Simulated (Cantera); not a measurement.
Input (Python, Cantera):

```python
import numpy as np
import cantera as ct

gas = ct.Solution("SiF4_NH3_mec.yaml", "gas")
gas.TPX = 2100, 13000, {'NH3': 1, 'N2': 5.7}
reactor = ct.IdealGasConstPressureReactor(gas, energy="off", clone=False)
net = ct.ReactorNet([reactor])
net.rtol, net.atol = 1e-08, 1e-18
show = ['NH3', 'N2', 'N', 'N2H4', 'H2', 'NH2']
times = np.geomspace(0.0005, 200, 9)

steps = ct.SolutionArray(gas, extra=["t"])
rows = []
print(f"{'t/s':>10s}{'T/K':>9s}{'P/Pa':>11s}" + "".join(f"{s:>11s}" for s in show))
for t in times:
    while net.time < t:
        t_next = net.step()
        steps.append(gas.state, t=t_next)
    rows.append([np.interp(t, steps.t, y) for y in (steps.T, steps.P, *steps(*show).X.T)])
    print(f"{t:10.3e}{rows[-1][0]:9.1f}{rows[-1][1]:11.4g}" + "".join(f"{x:11.3e}" for x in rows[-1][2:]))
rate = np.gradient(steps.T, steps.t)
print("integrator steps:", len(steps.t))
if steps.T.max() > steps.T[0] + 200:
    print(f"time of steepest temperature rise: {steps.t[rate.argmax()]:.4e} s")
gas.TPX = 2100, 13000, {'NH3': 1, 'N2': 5.7}
gas.equilibrate("TP")
print(f"equilibrium (TP): T = {gas.T:.1f} K  " + "  ".join(f"{s} {gas[s].X[0]:.3e}" for s in show))
```

Result:

```
       t/s      T/K       P/Pa        NH3         N2          N       N2H4         H2        NH2
 5.000e-04   2100.0    1.3e+04  1.486e-01  8.505e-01  2.088e-08  7.843e-09  3.635e-04  5.312e-04
 2.507e-03   2100.0    1.3e+04  1.453e-01  8.494e-01  1.998e-07  2.344e-08  4.286e-03  9.179e-04
 1.257e-02   2100.0    1.3e+04  1.293e-01  8.445e-01  9.685e-07  1.345e-08  2.538e-02  6.953e-04
 6.306e-02   2100.0    1.3e+04  7.384e-02  8.276e-01  1.974e-06  4.507e-09  9.795e-02  4.025e-04
 3.162e-01   2100.0    1.3e+04  6.464e-03  8.069e-01  2.016e-06  1.398e-10  1.859e-01  7.092e-05
 1.586e+00   2100.0    1.3e+04  2.944e-06  8.037e-01  1.505e-07  8.379e-16  1.925e-01  1.741e-07
 7.953e+00   2100.0    1.3e+04  3.039e-07  8.037e-01  1.593e-08  9.096e-18  1.925e-01  1.812e-08
 3.988e+01   2100.0    1.3e+04  1.689e-07  8.037e-01  8.849e-09  2.821e-18  1.925e-01  1.007e-08
 2.000e+02   2100.0    1.3e+04  1.685e-07  8.037e-01  8.832e-09  2.810e-18  1.925e-01  1.005e-08
integrator steps: 1864
equilibrium (TP): T = 2100.0 K  NH3 1.685e-07  N2 8.037e-01  N 8.832e-09  N2H4 2.810e-18  H2 1.925e-01  NH2 1.005e-08
```

Detailed kinetics in Cantera: the gas-phase N/H chemistry of the illustrative SiF4/NH3 mechanism in the Surface Chemkin manual (1991). Walls and surfaces, which speed up NH3 decomposition in real reactors, are not modelled.
